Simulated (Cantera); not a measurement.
Input: 1 mol Si₂Cl₆, 1.1 mol HCl, 870 mol H₂, equilibrated at 1000 Pa.

These are equilibrium values from Cantera (NASA tables, ideal gas, pure condensed phases), not measurements of a reactor. Candidate condensed phases: Si; 19 gas species. The feed counts by its element totals alone. Gases not in the tables: Si₂H₆ and higher silanes. The numbers say what is thermodynamically allowed, not how fast it happens.

What share of the Si ends up in condensed phases as a function of T (K), at 873, 973, 1073, 1173, 1273, 1373, 1473, 1573, 1673, 1773?


```tsv
T (K)	Si condensed (%)	as
873	40.6	Si(s)
973	77.9	Si(s)
1073	92.3	Si(s)
1173	93.4	Si(s)
1273	92.9	Si(s)
1373	92.3	Si(s)
1473	91.6	Si(s)
1573	90.6	Si(s)
1673	87.7	Si(s)
1773	79.2	Si(l)
```
